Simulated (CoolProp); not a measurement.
Values from CoolProp's reference Helmholtz-energy equation of state, Platzer 1990. This equation is an older, rougher fit.

**Question.** For c-C4F8 (RC318), give the phase and the viscosity (µPa s) at 192.95 °C and 191 kPa.

**Answer.** 
- 192.95 °C and 191 kPa: gas; viscosity 17.9

Viscosity comes from a separate model (Huber 2003), an estimate that may be off by 10 % or more.
